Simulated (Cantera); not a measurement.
A closed system holds: 1 mol B2H6, 0.73 mol NH3, 0.21 mol H2, at 36.0 mbar.

Cantera equilibrium calculation (NASA polynomials, part measured and part estimated; ideal gas, pure solids and liquids). Candidate condensed phases: B, BN; 15 gas species. The feed counts by its element totals alone. Mutual solubility and eutectic melting of coexisting phases are not modelled. The tables' values for BH2 are old estimates; treat these amounts as uncertain. Gases not in the tables: B2H6 and higher boranes. Rates play no part.

x: gas mole fraction; n: condensed amount in mol.

```json
[
 {"T (K)": "750", "x H2": "1.00", "x H": "1.67e-12", "x N2": "<1e-12", "x BH2": "1.49e-12", "x B": "<1e-12", "x BH": "<1e-12", "x BN": "<1e-12", "n B(s)": "1.27", "n BN(s)": "0.730", "n B(l)": "0"},
 {"T (K)": "900", "x H2": "1.00", "x H": "6.16e-10", "x N2": "<1e-12", "x BH2": "2.90e-10", "x B": "<1e-12", "x BH": "<1e-12", "x BN": "<1e-12", "n B(s)": "1.27", "n BN(s)": "0.730", "n B(l)": "0"},
 {"T (K)": "1050", "x H2": "1.00", "x H": "4.27e-8", "x N2": "<1e-12", "x BH2": "1.23e-8", "x B": "<1e-12", "x BH": "<1e-12", "x BN": "<1e-12", "n B(s)": "1.27", "n BN(s)": "0.730", "n B(l)": "0"},
 {"T (K)": "1200", "x H2": "1.000", "x H": "1.04e-6", "x N2": "6.66e-12", "x BH2": "2.01e-7", "x B": "<1e-12", "x BH": "<1e-12", "x BN": "<1e-12", "n B(s)": "1.27", "n BN(s)": "0.730", "n B(l)": "0"},
 {"T (K)": "1350", "x H2": "1.000", "x H": "1.26e-5", "x N2": "1.76e-9", "x BH2": "1.76e-6", "x B": "<1e-12", "x BH": "5.51e-12", "x BN": "<1e-12", "n B(s)": "1.27", "n BN(s)": "0.730", "n B(l)": "0"},
 {"T (K)": "1500", "x H2": "1.000", "x H": "9.28e-5", "x N2": "1.51e-7", "x BH2": "9.89e-6", "x B": "5.38e-11", "x BH": "2.69e-10", "x BN": "<1e-12", "n B(s)": "1.27", "n BN(s)": "0.730", "n B(l)": "0"},
 {"T (K)": "1650", "x H2": "0.999", "x H": "0.000479", "x N2": "5.74e-6", "x BH2": "4.04e-5", "x B": "3.11e-9", "x BH": "6.42e-9", "x BN": "[?]", "n B(s)": "1.27", "n BN(s)": "0.730", "n B(l)": "0"},
 {"T (K)": "1800", "x H2": "0.998", "x H": "0.00189", "x N2": "0.000118", "x BH2": "0.000130", "x B": "9.11e-8", "x BH": "8.95e-8", "x BN": "[?]", "n B(s)": "1.27", "n BN(s)": "0.729", "n B(l)": "0"},
 {"T (K)": "1950", "x H2": "0.992", "x H": "0.00602", "x N2": "0.00152", "x BH2": "0.000346", "x B": "1.58e-6", "x BH": "8.24e-7", "x BN": "[?]", "n B(s)": "1.28", "n BN(s)": "0.717", "n B(l)": "0"},
 {"T (K)": "2100", "x H2": "0.969", "x H": "0.0162", "x N2": "0.0135", "x BH2": "0.000783", "x B": "1.80e-5", "x BH": "5.44e-6", "x BN": "[?]", "n B(s)": "1.39", "n BN(s)": "0.611", "n B(l)": "0"},
 {"T (K)": "2250", "x H2": "0.885", "x H": "0.0368", "x N2": "0.0767", "x BH2": "0.00148", "x B": "0.000148", "x BH": "2.68e-5", "x BN": "[?]", "n B(s)": "1.99", "n BN(s)": "0", "n B(l)": "0"},
 {"T (K)": "2400", "x H2": "0.844", "x H": "0.0770", "x N2": "0.0751", "x BH2": "0.00251", "x B": "0.000886", "x BH": "0.000104", "x BN": "[?]", "n B(s)": "0", "n BN(s)": "0", "n B(l)": "1.98"}
]
```

### Question
Complete the blanks.

### Answer

- 1650, x BN: 4.70e-12
- 1800, x BN: 3.68e-10
- 1950, x BN: 1.46e-8
- 2100, x BN: 3.40e-7
- 2250, x BN: 4.78e-6
- 2400, x BN: 2.10e-5
